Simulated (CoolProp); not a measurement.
Vapour-liquid equilibrium of trans-2-butene (1) + acetone (2) at 32.65 °C; x and y are mole fractions of (1).

Computed with CoolProp (multi-fluid Helmholtz-energy mixture model, Lemmon 2005 and Lemmon 2006; pair parameters Bell 2016).

```csv
x,"bubble pressure, mixture model (kPa)","bubble pressure, Raoult's law (kPa)","y, mixture model","y, Raoult's law"
0.05,78.62,55.01,0.478,0.269
0.15,137.6,80.38,0.722,0.552
0.25,179.8,105.8,0.801,0.700
0.35,208.5,131.1,0.839,0.790
0.45,228.1,156.5,0.862,0.851
0.55,242.1,181.9,0.879,0.895
0.65,253.7,207.3,0.894,0.929
0.75,264.8,232.6,0.911,0.955
0.85,276.8,258.0,0.935,0.975
0.95,289.7,283.4,0.973,0.993
```

The largest gap from Raoult's law is +71.2 % in bubble pressure, at x = 0.15. No azeotrope shows between x = 0.05 and 0.95.

Pair parameters are fitted to limited data, so mixtures are less certain than the pure fluids. With so large a gap from Raoult's law the liquid may split in two, which this calculation doesn't test in full.
